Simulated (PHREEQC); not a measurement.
Polishing slurry liquid (model solution)

Make-up at 25 °C: 1.2 mol/kgw H2SO4, 0.0013 mol/kgw Al(NO3)3 and 0.00022 mol/kgw H3BO3. Closed to the air; pH follows from the charge balance.

Model: ion-association model, phreeqc.dat, run in PHREEQC.

No solid was allowed to form.

Question: Predict the pH.

Answer: pH 0.03.

Question: In which forms is Al present?

Answer: AlSO4+ 58 %, Al(SO4)2- 19 %, Al+3 17 %, AlHSO4+2 5.4 % of the Al.

The ionic strength is past about 0.7 mol/kgw, beyond the range of this activity model, so the values are rough.
